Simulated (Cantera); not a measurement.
Input (Python, Cantera) and output of one run.

```python
import numpy as np
import cantera as ct

gas_names = """
    CL CL2 H HCL H2 N NH NH2 NH3 N2 N2H2 N2H4 Si SiCL SiCL2 SiCL3 SiCL4 SiH SiHCL3 SiH2 SiH2CL2 SiH3
    SiH3CL SiH4 SiN Si2 Si2N Si3
""".split()
cond_names = """
    NH4CL(a) NH4CL(b) Si(cr) Si(L) Si3N4(a)
""".split()


def load(file, names, dense=False):
    # The tables refer to 1 bar. Condensed volumes are neglected.
    table = {s.name: s for s in ct.Species.list_from_file(file)}
    out = []
    for n in names:
        d = dict(table[n].input_data)
        d["thermo"] = dict(d["thermo"], **{"reference-pressure": 1e5})
        if dense:
            d["equation-of-state"] = {"model": "constant-volume", "density": "1e6 g/cm^3"}
        out.append(ct.Species.from_dict(d))
    return out


gas = ct.Solution(thermo="ideal-gas", species=load("nasa_gas.yaml", gas_names))
cond = {s.name: ct.Solution(thermo="fixed-stoichiometry", species=[s], name=s.name)
        for s in load("nasa_condensed.yaml", cond_names, dense=True)}
atoms = {
    'SiCl4': {'Si': 1, 'CL': 4},
    'NH3': {'N': 1, 'H': 3},
    'N2': {'N': 2},
}
top_T = {'Si3N4(a)': 2400}  # K; cautious upper limits of use, not melting points


def equilibrate(T, P, feed):
    n = {}
    for name, mol in feed.items():
        for a, k in atoms[name].items():
            n[a] = n.get(a, 0.0) + k * mol
    gas.TPX = T, P, n
    mass = sum(n.values()) * gas.mean_molecular_weight
    gas.equilibrate("TP")
    valid = [c for c in cond.values() if c.min_temp <= T <= top_T.get(c.name, c.max_temp)]
    mix = ct.Mixture([(gas, mass / gas.mean_molecular_weight)] + [(c, 0.0) for c in valid])
    mix.T, mix.P = T, P
    mix.equilibrate("TP", solver="vcs", rtol=1e-11, max_steps=5000)
    return mix


results = []
feed = {'SiCl4': 1, 'NH3': 0.25, 'N2': 8.7}  # mol
T = 1273.15  # K
P = 13332.2  # Pa
mix = equilibrate(T, P, feed)
results.append((T, P, feed, dict(zip(mix.species_names, mix.species_moles))))
x = sorted(zip(gas.X, gas.species_names), reverse=True)
print(f"T = {T:g} K  P = {P:g} Pa  gas = {mix.phase_moles(0):.4g} mol")
print("   x: " + "  ".join(f"{s} {v:.3e}" for v, s in x if v > 1e-05))
print("   condensed (mol): " + ("  ".join(f"{mix.phase(i).name} {mix.phase_moles(i):.4g}"
      for i in range(1, mix.n_phases) if mix.phase_moles(i) > 1e-12) or "none"))
```

Result:

```
T = 1273.15 K  P = 13332.2 Pa  gas = 10.27 mol
   x: N2 8.492e-01  SiCL4 7.910e-02  HCL 6.472e-02  H2 4.056e-03  SiCL3 2.312e-03  SiCL2 4.427e-04  SiHCL3 1.983e-04
   condensed (mol): Si3N4(a) 0.05248
```

Cantera equilibrium calculation (NASA polynomials, part measured and part estimated; ideal gas, pure solids and liquids). The tables' values for SiCl3 are old estimates; treat these amounts as uncertain.
